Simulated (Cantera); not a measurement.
Charge: 1 mol PbO, 11 mol H₂, at 3.30 bar.

These are equilibrium values from Cantera (NASA tables, ideal gas, pure condensed phases), not measurements of a reactor. Candidate condensed phases: H₂O, Pb, PbO, PbO₂, Pb₃O₄; 12 gas species. Kinetics and transport are ignored. All values below are at 600 °C.

Base state: H₂ 0.909, H₂O 0.0909 (mole fractions); condensed: Pb(l).

### Question
What changes in the equilibrium state with this change: pressure from 3.30 bar to 61.0 Pa?

### Answer
```csv
species,before,after
H₂,0.909,0.908
H₂O,0.0909,0.0908
Pb,1.93e-7,0.00104
"Pb(l), mol",1.000,0.989
```
